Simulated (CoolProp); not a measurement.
Values from CoolProp's reference Helmholtz-energy equation of state, Thol 2015.

Question: Give the vapour pressure (MPa), liquid density (kg/m³), surface tension (mN/m) of saturated octamethylcyclotetrasiloxane (D4) at 141.75, 173.55, 226.45 °C.

Answer: 
| T (°C) | p (MPa) | liquid density (kg/m³) | surface tension (mN/m) |
|---|---|---|---|
| 141.75 | 0.0390 | 811 | 9.63 |
| 173.55 | 0.0958 | 768 | 7.52 |
| 226.45 | 0.313 | 687 | 4.24 |

Surface tension comes from a separate correlation (Mulero 2014), older than this fluid's equation and unchecked against measurements.
